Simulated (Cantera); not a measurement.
Cantera run:

```python
import numpy as np
import cantera as ct

gas_names = """
    CL CL2 H HCL H2 Si SiCL SiCL2 SiCL3 SiCL4 SiH SiHCL3 SiH2 SiH2CL2 SiH3 SiH3CL SiH4 Si2 Si3
""".split()
cond_names = """
    Si(cr) Si(L)
""".split()


# ... load() reads the species with a 1 bar reference pressure and builds the phases ...
atoms = {
    'Si': {'Si': 1},
    'Cl2': {'CL': 2},
    'H2': {'H': 2},
}
top_T = {}  # K; cautious upper limits of use, not melting points


# ... equilibrate(T, P, feed) seeds the gas with the atoms and calls Mixture.equilibrate('TP', solver="vcs", rtol=1e-11, max_steps=5000) ...
results = []
feed = {'Si': 1, 'Cl2': 0.7, 'H2': 4.6}  # mol
T = 1250  # K
P = 100000  # Pa
mix = equilibrate(T, P, feed)
results.append((T, P, feed, dict(zip(mix.species_names, mix.species_moles))))
x = sorted(zip(gas.X, gas.species_names), reverse=True)
print(f"T = {T:g} K  P = {P:g} Pa  gas = {mix.phase_moles(0):.4g} mol")
print("   x: " + "  ".join(f"{s} {v:.3e}" for v, s in x if v > 0.001))
print("   condensed (mol): " + ("  ".join(f"{mix.phase(i).name} {mix.phase_moles(i):.4g}"
      for i in range(1, mix.n_phases) if mix.phase_moles(i) > 1e-12) or "none"))
```

It prints:

```
T = 1250 K  P = 100000 Pa  gas = 4.997 mol
   x: H2 8.838e-01  HCL 4.672e-02  SiCL4 3.334e-02  SiHCL3 2.245e-02  SiCL2 6.213e-03  SiCL3 5.380e-03  SiH2CL2 2.056e-03
   condensed (mol): Si(cr) 0.6527
```

Cantera equilibrium calculation (NASA polynomials, part measured and part estimated; ideal gas, pure solids and liquids). The tables' values for SiCl3 are old estimates; treat these amounts as uncertain.
